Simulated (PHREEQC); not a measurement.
**Brine**

Consider water at 25 °C with 3 mol NaBr, 0.28 mol MgSO4 and 4.8 mol NaCl per kg of water. It is in equilibrium with CO2 at log p = -3.5 (atm). Otherwise closed; pH follows from the charge balance.

Computed with PHREEQC (Pitzer model, pitzer.dat).

Each row changes one thing in this solution. This is a speciation only: nothing precipitates in the calculation.

```json
[
 {"case": "as made", "pH": "4.89", "HSO4- (mol/kgw)": "3.16e-6", "CO2 (mol/kgw)": "2.68e-6", "MgOH+ (mol/kgw)": "2.14e-6", "HCO3- (mol/kgw)": "1.58e-6", "MgCO3 (mol/kgw)": "1.11e-8", "SI of Thenardite (Na2SO4)": "+0.02", "SI of Mirabilite (Na2SO4:10H2O)": "-1.02"},
 {"case": "diluted 100-fold with water", "pH": "5.69", "HSO4- (mol/kgw)": "2.20e-7", "CO2 (mol/kgw)": "1.06e-5", "MgOH+ (mol/kgw)": "9.81e-10", "HCO3- (mol/kgw)": "…", "MgCO3 (mol/kgw)": "4.94e-11", "SI of Thenardite (Na2SO4)": "-5.17", "SI of Mirabilite (Na2SO4:10H2O)": "-4.24"},
 {"case": "NaBr from 3 to 2.7 mol/kgw", "pH": "4.95", "HSO4- (mol/kgw)": "2.98e-6", "CO2 (mol/kgw)": "2.82e-6", "MgOH+ (mol/kgw)": "1.81e-6", "HCO3- (mol/kgw)": "…", "MgCO3 (mol/kgw)": "1.07e-8", "SI of Thenardite (Na2SO4)": "-0.05", "SI of Mirabilite (Na2SO4:10H2O)": "-0.97"},
 {"case": "NaBr from 3 to 3.3 mol/kgw", "pH": "4.84", "HSO4- (mol/kgw)": "…", "CO2 (mol/kgw)": "2.55e-6", "MgOH+ (mol/kgw)": "2.52e-6", "HCO3- (mol/kgw)": "1.41e-6", "MgCO3 (mol/kgw)": "1.14e-8", "SI of Thenardite (Na2SO4)": "+0.10", "SI of Mirabilite (Na2SO4:10H2O)": "-1.06"},
 {"case": "NaCl left out", "pH": "5.40", "HSO4- (mol/kgw)": "2.40e-6", "CO2 (mol/kgw)": "5.66e-6", "MgOH+ (mol/kgw)": "3.08e-7", "HCO3- (mol/kgw)": "3.72e-6", "MgCO3 (mol/kgw)": "4.13e-9", "SI of Thenardite (Na2SO4)": "-1.15", "SI of Mirabilite (Na2SO4:10H2O)": "-0.80"}
]
```

Task: Some entries are withheld; supply them.

Result: 
- diluted 100-fold with water, HCO3- (mol/kgw): 2.72e-6
- NaBr from 3 to 2.7 mol/kgw, HCO3- (mol/kgw): 1.75e-6
- NaBr from 3 to 3.3 mol/kgw, HSO4- (mol/kgw): 3.38e-6

Some of these states are supersaturated (in Halite, Thenardite, for instance). In brines, pH and single-ion activities rest on the MacInnes convention.
